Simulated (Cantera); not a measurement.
Input (Python, Cantera):

```python
import numpy as np
import cantera as ct

gas = ct.Solution("gri30.yaml")
gas.TPX = 700, 100000, {'CH4': 1, 'O2': 1.33, 'N2': 5.01, 'H2O': 0.15}
flame = ct.FreeFlame(gas, width=0.04)
flame.set_refine_criteria(ratio=3, slope=0.08, curve=0.16)
flame.transport_model = "mixture-averaged"
flame.solve(loglevel=0, auto=True)
flame.transport_model = "multicomponent"
flame.soret_enabled = True
flame.solve(loglevel=0, refine_grid=True)
z, T = flame.grid, flame.T
thick = (T[-1] - T[0]) / np.gradient(T, z).max()
show = ['CH4', 'O2', 'H2O', 'CH2O', 'C2H', 'C2H2']
print(f"laminar burning velocity  {flame.velocity[0] * 100:.3f} cm/s")
print(f"burnt temperature         {T[-1]:.1f} K")
print(f"thermal thickness         {thick * 1e3:.4f} mm")
print(f"grid points               {len(z)}")
z0 = z[flame.heat_release_rate.argmax()]
print(f"{'z/mm':>9s}{'T/K':>9s}{'u/(m/s)':>9s}" + "".join(f"{s:>11s}" for s in show))
rows = []
for k in (-3, -2, -1.5, -1, -0.5, -0.25, 0, 0.25, 0.5, 1, 2, 4, 8):
    zz = z0 + k * thick
    rows.append([k * thick, np.interp(zz, z, T), np.interp(zz, z, flame.velocity),
                 *(np.interp(zz, z, flame.X[gas.species_index(s)]) for s in show)])
    print(f"{rows[-1][0] * 1e3:9.3f}{rows[-1][1]:9.1f}{rows[-1][2]:9.3f}" + "".join(f"{x:11.3e}" for x in rows[-1][3:]))
```

Output:

```
laminar burning velocity  73.897 cm/s
burnt temperature         2159.5 K
thermal thickness         0.5837 mm
grid points               137
     z/mm      T/K  u/(m/s)        CH4         O2        H2O       CH2O        C2H       C2H2
   -1.751    700.8    0.742  1.329e-01  1.769e-01  2.009e-02  4.229e-07 -1.570e-19  1.356e-07
   -1.167    707.2    0.753  1.314e-01  1.757e-01  2.093e-02  5.876e-06  1.573e-18  1.903e-06
   -0.876    725.7    0.776  1.286e-01  1.738e-01  2.331e-02  2.759e-05 -1.170e-18  9.204e-06
   -0.584    822.6    0.890  1.183e-01  1.653e-01  3.482e-02  1.927e-04  2.013e-14  7.186e-05
   -0.292   1205.8    1.336  8.243e-02  1.256e-01  7.955e-02  9.071e-04  2.828e-10  5.351e-04
   -0.146   1550.3    1.749  4.796e-02  8.264e-02  1.219e-01  1.039e-03  3.877e-08  1.305e-03
    0.000   1871.2    2.147  1.608e-02  3.662e-02  1.631e-01  5.097e-04  1.018e-06  2.579e-03
    0.146   2039.0    2.357  3.652e-03  1.145e-02  1.828e-01  1.637e-04  2.667e-06  2.363e-03
    0.292   2098.7    2.428  9.983e-04  3.273e-03  1.869e-01  5.359e-05  2.073e-06  1.419e-03
    0.584   2129.7    2.461  1.756e-04  3.367e-04  1.855e-01  9.206e-06  7.006e-07  4.930e-04
    1.167   2141.3    2.472  2.413e-05  3.399e-05  1.835e-01  1.056e-06  1.121e-07  9.236e-05
    2.335   2147.3    2.478  2.088e-06  1.944e-05  1.832e-01  7.406e-08  7.861e-09  7.696e-06
    4.670   2152.7    2.483  7.967e-08  1.214e-05  1.835e-01  4.619e-09  2.005e-10  2.450e-07
```

Computed with Cantera and GRI-Mech 3.0 (53 species, 325 reactions). Burning velocities carry a grid error of a few per cent, more on coarse grids.
